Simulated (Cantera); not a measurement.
Feed: 1 mol FeS, 1200 mol H2, equilibrated at 120 Pa.

Cantera equilibrium calculation (NASA polynomials, part measured and part estimated; ideal gas, pure solids and liquids). Candidate condensed phases: Fe, FeS, FeS2, S; 8 gas species. The numbers say what is thermodynamically allowed, not how fast it happens.

log p: log10 of the partial pressure in bar; n: condensed amount in mol.

```csv
T (K),log p H2,log p H2S,log p H,log p SH,log p S2,n Fe(α),n Fe(γ)
1073,-2.92,-6.00,-9.31,-9.17,-9.78,1.00,0
1098,-2.92,-6.00,(withheld),(withheld),(withheld),1.000,0
1123,-2.92,-6.00,-8.83,-8.82,-9.40,1.000,0
1148,-2.92,-6.00,-8.61,-8.65,-9.21,1.000,0
1173,-2.92,-6.00,-8.39,-8.49,-9.04,1.000,0
1198,-2.92,-6.00,(withheld),(withheld),(withheld),0,1.000
1223,-2.92,-6.00,-7.98,-8.19,-8.72,0,1.000
```

### Question
Some entries are withheld; supply them.

### Answer

- 1198, log p H: -8.18
- 1198, log p SH: -8.34
- 1198, log p S2: -8.87
- 1098, log p H: -9.07
- 1098, log p SH: -8.99
- 1098, log p S2: -9.59
